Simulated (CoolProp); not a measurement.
Model: reference Helmholtz-energy equation of state, Setzmann 1991, in CoolProp.

Question: For methane, give the phase and the Z, cv (kJ/(kg K)), Joule-Thomson coefficient (K/MPa), conductivity (mW/(m K)) at -103.85 °C and 3.83 MPa; -103.85 °C and 5.37 MPa.

Answer: 
- -103.85 °C and 3.83 MPa: liquid; Z 0.136, cv 1.89, Joule-Thomson coefficient 0.314, conductivity 106
- -103.85 °C and 5.37 MPa: liquid; Z 0.187, cv 1.89, Joule-Thomson coefficient 0.190, conductivity 110

Thermal conductivity comes from a separate model (Friend 1989).
